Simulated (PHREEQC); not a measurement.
A made-up water analysis in mg/kgw, 25 °C, pH 6.45, pe 2.1:

```json
[
 {"constituent": "Na", "mg/kgw": "38.4"},
 {"constituent": "K", "mg/kgw": "5.67"},
 {"constituent": "Ca", "mg/kgw": "18.8"},
 {"constituent": "Mg", "mg/kgw": "15.4"},
 {"constituent": "Cl", "mg/kgw": "67.2"},
 {"constituent": "S(6) as SO4", "mg/kgw": "77.1"},
 {"constituent": "Alkalinity as HCO3", "mg/kgw": "30.3"},
 {"constituent": "B", "mg/kgw": "0.0165"}
]
```

Valence states are taken as typed.

All values are PHREEQC results (ion-association model, phreeqc.dat), not measurements.

No solid was allowed to form.

### Question
Order these Ca species by the share of Ca that they hold, largest first: Ca+2, CaHCO3+, CaSO4.

### Answer
Ca+2 (93 %), CaSO4 (6.4 %), CaHCO3+ (0.43 %)

### Question
Order these C species by the share of C that they hold, largest first: HCO3-, MgHCO3+, CO2, CaHCO3+.

### Answer
HCO3- (57 %), CO2 (42 %), MgHCO3+ (0.29 %), CaHCO3+ (0.23 %)

The pH is 6.45 and the ionic strength 0.00557 mol/kgw. Species that the database lacks are ignored.
